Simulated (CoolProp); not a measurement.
Octamethyltrisiloxane (MDM) at 449.94 K and 1.31 MPa is throttled through a valve to 0.401 MPa with no heat exchange. Each further row changes one setting.

The numbers come from the reference Helmholtz-energy equation of state, Thol 2017 in CoolProp.

| case | temperature change (K) | final phase | final density (kg/m³) |
|---|---|---|---|
| as stated | +0.0 | liquid | 645 |
| outlet pressure 0.12 MPa | -17.7 | two-phase, vapour fraction 0.256 | 32.4 |
| outlet pressure 0.521 MPa | +0.0 | liquid | 645 |
